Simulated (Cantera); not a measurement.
An isothermal, constant-pressure homogeneous reactor starts with 89.3 % NO, 10.7 % N2, at 1600 K and 30.8 Torr.

Computed with Cantera and GRI-Mech 3.0 (53 species, 325 reactions). Radical loss at walls, strong at low pressure, is not modelled.

x: mole fraction; the columns are a selection and need not sum to one.

```tsv
t (s)	x NO	x N2O	x NO2	x O2	x N2	x O
1.00e-5	0.893	1.01e-8	1.39e-11	<1e-12	0.107	1.01e-8
3.76e-5	0.893	3.79e-8	1.94e-10	3.54e-12	0.107	3.77e-8
0.000141	0.893	1.42e-7	2.72e-9	4.96e-11	0.107	1.40e-7
0.000531	0.893	?	?	6.80e-10	0.107	?
0.00200	0.893	2.01e-6	4.58e-7	8.98e-9	0.107	1.56e-6
0.00751	0.893	7.46e-6	4.24e-6	1.27e-7	0.107	3.34e-6
0.0282	0.893	2.70e-5	2.23e-5	2.06e-6	0.107	4.47e-6
0.106	0.893	8.84e-5	6.46e-5	2.99e-5	0.107	5.91e-6
0.399	0.892	0.000209	9.22e-5	0.000258	0.107	7.40e-6
1.50	0.890	0.000265	0.000106	0.00136	0.108	8.36e-6
5.64	0.881	0.000259	?	?	0.113	?
21.2	0.851	0.000236	0.000216	0.0209	0.128	1.36e-5
79.8	0.749	0.000176	0.000343	0.0714	0.179	2.14e-5
300	0.505	7.54e-5	0.000387	0.194	0.301	3.29e-5
```

Problem. Fill in the missing entries.

Solution. 
- 0.000531, x N2O: 5.35e-7
- 0.000531, x NO2: 3.70e-8
- 0.000531, x O: 4.99e-7
- 5.64, x NO2: 0.000137
- 5.64, x O2: 0.00557
- 5.64, x O: 9.79e-6
